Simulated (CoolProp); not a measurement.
500 sccm (0 °C, 1 atm) of nitrogen bubbles through liquid water at 325.4 K and leaves saturated at a total pressure of 0.141 MPa (ideal gas phase). Each further row changes one setting.

Model: reference Helmholtz-energy equation of state, Wagner 2002, in CoolProp.

```csv
case,vapour pressure (kPa),mole fraction of vapour,delivery (mg/min),delivery (sccm),change of delivery for a bath 1 K warmer (%)
as stated,13.8,0.0979,43.6,54.2,5.6
bath temperature 330.4 K,17.5,0.124,57.1,71.0,5.5
total pressure 0.282 MPa,13.8,0.0489,20.7,25.7,5.3
```
